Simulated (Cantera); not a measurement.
A closed system holds: 1 mol SiC, 4 mol H2O, 880 mol N2, held at 0.825 Torr.

Cantera equilibrium calculation (NASA polynomials, part measured and part estimated; ideal gas, pure solids and liquids). Candidate condensed phases: C, C6H6, C7H8, C8H18, H2O, Si, SiC, SiO2, Si2N2O, Si3N4; 151 gas species. The tables hold silica as quartz up to 1696 K and as liquid above; real silica turns to tridymite and cristobalite and melts near 1996 K. Kinetics and transport are ignored. All values below are at 1648 K.

Base state: N2 0.994, H2 0.00323, H2O 0.00121, CO 0.00101, SiO 0.000202, H 0.000153, CO2 0.000118 (mole fractions); condensed: SiO2(β-quartz).

What changes in the equilibrium state with this change: SiC replaced by Si?


```
species                before     after
-------------------  --------  --------
N2                      0.994     0.995
H2O                   0.00121   0.00232
H2                    0.00323   0.00214
SiO                  0.000202   6.97e-5
CO                    0.00101         0
CO2                  0.000118         0
H                    0.000153  0.000124
SiO2(β-quartz), mol     0.821     0.938
```
